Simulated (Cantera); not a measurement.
**Equilibrium for nitride etching: Si3N4 + HCl**

Input: 1 mol Si3N4, 15 mol HCl, equilibrated at 950 K and 4.00 Pa.

These are equilibrium values from Cantera (NASA tables, ideal gas, pure condensed phases), not measurements of a reactor. Candidate condensed phases: NH4Cl, Si, Si3N4; 28 gas species. The tables' values for SiCl3 are old estimates; treat these amounts as uncertain. Equilibrium is a limit: real reactors are often held back by kinetics, nucleation or transport.

```yaml
x(HCl): 0.561
x(H2): 0.239
x(SiCl4): 0.119
x(N2): 0.0799
x(SiCl3): 0.000664
x(SiHCl3): 0.000232
x(SiCl2): 0.000124
n(Si3N4(s)): 0.423 mol
gas_amount: 14.43 mol
log10 activity of Si(s) (absent): -4.21
```
